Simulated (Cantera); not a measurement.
What does this Cantera script print?

```python
import numpy as np
import cantera as ct

gas = ct.Solution("gri30.yaml")


def delay(T, t_max=10):
    gas.TPX = T, 101325, {'CH4': 1, 'O2': 1.67, 'N2': 6.27}
    reactor = ct.IdealGasConstPressureReactor(gas, clone=False)
    net = ct.ReactorNet([reactor])
    net.rtol, net.atol = 1e-8, 1e-16
    while net.time < t_max:
        t_old, T_old = net.time, reactor.T
        net.step()
        if reactor.T > T + 400:  # ignition: a rise of 400 K
            return t_old + (T + 400 - T_old) / (reactor.T - T_old) * (net.time - t_old)
    return np.nan


taus = []
for T in [1223, 1298, 1373, 1448, 1523]:
    taus.append(delay(T))
    print(f"T0 = {T:6g} K   tau = {taus[-1]:.4e} s")

# d ln(tau) / d ln(k), from doubling and halving each rate constant
T, sens = 1448, []
for i in range(gas.n_reactions):
    gas.set_multiplier(2.0, i)
    up = delay(T)
    gas.set_multiplier(0.5, i)
    down = delay(T)
    gas.set_multiplier(1.0, i)
    sens.append((np.log(up / down) / np.log(4.0), gas.reaction(i).equation))
sens.sort(key=lambda x: -abs(x[0]))
print(f"sensitivities at {T} K")
for s, eq in sens[:10]:
    print(f"{s:8.3f}  {eq}")
```

It prints:

```
T0 =   1223 K   tau = 3.6130e-02 s
T0 =   1298 K   tau = 1.3147e-02 s
T0 =   1373 K   tau = 5.1462e-03 s
T0 =   1448 K   tau = 2.1690e-03 s
T0 =   1523 K   tau = 9.9158e-04 s
sensitivities at 1448 K
  -0.452  CH3 + O2 <=> CH3O + O
   0.414  2 CH3 (+M) <=> C2H6 (+M)
  -0.320  H + O2 <=> O + OH
   0.259  CH4 + H <=> CH3 + H2
  -0.235  CH3 + O2 <=> CH2O + OH
  -0.168  CH3 + HO2 <=> CH3O + OH
  -0.148  CH2O + O2 <=> HCO + HO2
  -0.136  CH2O + CH3 <=> CH4 + HCO
  -0.120  CH3O + O2 <=> CH2O + HO2
  -0.108  2 CH3 <=> C2H5 + H
```

Computed with Cantera and GRI-Mech 3.0 (53 species, 325 reactions).
